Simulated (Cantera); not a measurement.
Input: 1 mol MgCO3, 0.45 mol SO3, 0.73 mol H2O, at 1700 °C and 270000 Pa.

Equilibrium computed with Cantera from the NASA thermochemical tables; the gas is ideal and each condensed phase is pure. Equilibrium is a limit: real reactors are often held back by kinetics, nucleation or transport.

```tsv
species	before	after
CO2	0.415	0.400
H2O	0.302	0.295
SO2	0.186	0.185
CO	0.000870	0.0117
O2	0.0932	0.0972
H	9.76e-6	0.000512
O	0.000101	0.00146
SO3	0.000567	4.03e-5
SO	4.31e-5	0.000594
H2	0.000141	0.00192
OH	0.00198	0.00746
MgO(s), mol	1.000	1.000
```
Gas species are given as mole fractions.

**Question.** What was changed between the two runs?
(A) temperature from 1700 °C to 1175 °C
(B) temperature from 1700 °C to 675 °C
(C) temperature from 1700 °C to 1102 °C
(D) pressure from 270000 Pa to 1330 Pa

**Answer.** D, pressure from 270000 Pa to 1330 Pa
